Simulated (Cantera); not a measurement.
Charge: 1 mol toluene, 0.3 mol H2O, equilibrated at 0.133 bar.

Equilibrium computed with Cantera from the NASA thermochemical tables; the gas is ideal and each condensed phase is pure. Candidate condensed phases: C, C6H6, C7H8, C8H18, H2O; 110 gas species. Rates play no part.

### Question
At 1798 K, list the 5 most abundant gas species with their mole fractions, and the condensed phases.

### Answer
H2 0.934, CO 0.0652, H 0.000932, C2H2 (acetylene) 0.000161, CH4 9.00e-5. Condensed: C(graphite).
